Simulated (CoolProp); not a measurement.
Vapour-liquid equilibrium of propane (1) + R113 (2) at 0.258 MPa; x and y are mole fractions of (1).

Values from CoolProp's multi-fluid Helmholtz-energy mixture model, Lemmon 2009 and Marx 1992; pair parameters Bell 2016.

```
x      bubble temperature (K)  y at the bubble point  dew temperature at overall composition x (K)  liquid density (mol/L)
-----  ----------------------  ---------------------  --------------------------------------------  ----------------------
0.05                    335.0                  0.394                                         350.3                       ?
0.125                   314.6                  0.700                                         347.3                       ?
0.2                     300.2                  0.834                                         344.2                   8.813
0.275                       ?                  0.898                                         340.8                   9.166
0.35                    282.6                  0.932                                         337.2                   9.497
0.425                   276.9                  0.952                                         333.3                   9.818
0.5                     272.5                  0.965                                         329.0                   10.14
0.575                   268.9                  0.974                                         324.2                   10.46
0.65                    265.8                  0.980                                         318.8                   10.79
0.725                   263.1                  0.986                                         312.4                   11.13
0.8                     260.6                  0.990                                         304.5                   11.49
0.875                   258.3                  0.994                                         294.0                   11.86
0.95                    256.1                  0.998                                         277.5                   12.25
```

Q: Complete the blanks.

A: 
- 0.05, liquid density (mol/L): 7.961
- 0.125, liquid density (mol/L): 8.419
- 0.275, bubble temperature (K): 290.0

No azeotrope shows between x = 0.05 and 0.95.

The pair parameters rest on a limited set of measurements; away from them the model extrapolates. The gap from Raoult's law changes sign with composition, which may be real or a fault of the pair parameters; it wasn't checked against measurements.
